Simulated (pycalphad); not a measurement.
Source of the numbers: pycalphad with the COST 507 light-alloy database (1999); pressure 1 atm. No gas phase is included, though pure Mg would boil below 1377 °C. The data set is of 1999 and partly superseded. Kinetics are ignored, which matters at the lower temperatures.

# Mg-71Si (at.%): equilibrium cooling sequence

```csv
T (°C),phases above,phases below
1186.6,LIQUID,DIAMOND_A4 + LIQUID
943.5,DIAMOND_A4 + LIQUID,DIAMOND_A4 + MG2SI
```

Changes were sought between steps of 40 K, so a narrower field can be missed.

Database names, with the compositions (at.%) that they take in these runs: MG2SI: Mg 67 Si 33. DIAMOND_A4 is diamond (Si).
